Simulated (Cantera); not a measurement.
A perfectly stirred reactor is fed with NH3 : H2 = 0.11 : 11 (molar parts), at 1.01 bar; it is held at 2200 K, and followed from long to short residence time.

Computed with Cantera and the gas-phase N/H chemistry of the illustrative SiF4/NH3 mechanism in the Surface Chemkin manual (1991). Walls and surfaces, which speed up NH3 decomposition in real reactors, are not modelled.

### Question
Predict: x(NH3) at τ = 11.0 s; x(H2) at τ = 11.0 s; x(NH2) at τ = 11.0 s; x(H) at τ = 11.0 s; x(NH3) at τ = 89.0 ms; x(H2) at τ = 89.0 ms; x(N2H2) at τ = 89.0 ms; x(NH2) at τ = 89.0 ms; x(H) at τ = 89.0 ms.

### Answer
```json
{
  "x(NH3) at τ = 11.0 s": "0.000150",
  "x(H2) at τ = 11.0 s": "0.989",
  "x(NH2) at τ = 11.0 s": "2.63e-6",
  "x(H) at τ = 11.0 s": "0.00560",
  "x(NH3) at τ = 89.0 ms": "0.00165",
  "x(H2) at τ = 89.0 ms": "0.989",
  "x(N2H2) at τ = 89.0 ms": "4.16e-9",
  "x(NH2) at τ = 89.0 ms": "2.76e-5",
  "x(H) at τ = 89.0 ms": "0.00537"
}
```
